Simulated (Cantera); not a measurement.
A Cantera script and what it prints.

```python
import numpy as np
import cantera as ct

gas_names = [...]  # 109 gases of nasa_gas.yaml made of C, Cl, H, Si
cond_names = """
    C(gr) C6H6(L) C7H8(L) C8H18(L),n-octa Si(cr) Si(L) SiC(b)
""".split()


# ... load() reads the species with a 1 bar reference pressure and builds the phases ...
atoms = {
    'Si(CH3)4': {'Si': 1, 'C': 4, 'H': 12},
    'HCl': {'H': 1, 'CL': 1},
    'H2': {'H': 2},
}
top_T = {'C(gr)': 4500, 'SiC(b)': 3050}  # K; cautious upper limits of use, not melting points


# ... equilibrate(T, P, feed) seeds the gas with the atoms and calls Mixture.equilibrate('TP', solver="vcs", rtol=1e-11, max_steps=5000) ...
results = []
feed = {'Si(CH3)4': 1, 'HCl': 0.036, 'H2': 10}  # mol
T = 1623.15  # K
for P in [100, 270, 720, 1900, 5200, 14000, 37000, 100000]:
    mix = equilibrate(T, P, feed)
    results.append((T, P, feed, dict(zip(mix.species_names, mix.species_moles))))
    x = sorted(zip(gas.X, gas.species_names), reverse=True)
    print(f"T = {T:g} K  P = {P:g} Pa  gas = {mix.phase_moles(0):.4g} mol")
    print("   x: " + "  ".join(f"{s} {v:.3e}" for v, s in x if v > 0.001))
    print("   condensed (mol): " + ("  ".join(f"{mix.phase(i).name} {mix.phase_moles(i):.4g}"
          for i in range(1, mix.n_phases) if mix.phase_moles(i) > 1e-12) or "none"))
```

Output:

```
T = 1623.15 K  P = 100 Pa  gas = 16.05 mol
   x: H2 9.955e-01  HCL 2.238e-03  H 2.184e-03
   condensed (mol): C(gr) 2.999  SiC(b) 1
T = 1623.15 K  P = 270 Pa  gas = 16.05 mol
   x: H2 9.964e-01  HCL 2.241e-03  H 1.330e-03
   condensed (mol): C(gr) 2.999  SiC(b) 1
T = 1623.15 K  P = 720 Pa  gas = 16.04 mol
   x: H2 9.969e-01  HCL 2.242e-03
   condensed (mol): C(gr) 2.999  SiC(b) 1
T = 1623.15 K  P = 1900 Pa  gas = 16.04 mol
   x: H2 9.972e-01  HCL 2.243e-03
   condensed (mol): C(gr) 2.998  SiC(b) 1
T = 1623.15 K  P = 5200 Pa  gas = 16.04 mol
   x: H2 9.973e-01  HCL 2.244e-03
   condensed (mol): C(gr) 2.998  SiC(b) 1
T = 1623.15 K  P = 14000 Pa  gas = 16.03 mol
   x: H2 9.973e-01  HCL 2.244e-03
   condensed (mol): C(gr) 2.996  SiC(b) 1
T = 1623.15 K  P = 37000 Pa  gas = 16.03 mol
   x: H2 9.971e-01  HCL 2.245e-03
   condensed (mol): C(gr) 2.99  SiC(b) 1
T = 1623.15 K  P = 100000 Pa  gas = 16.01 mol
   x: H2 9.962e-01  HCL 2.248e-03  CH4 1.470e-03
   condensed (mol): C(gr) 2.975  SiC(b) 1
```

Method: chemical equilibrium by Gibbs-energy minimisation in Cantera with the NASA 1993 tables (ideal gas, pure condensed phases).
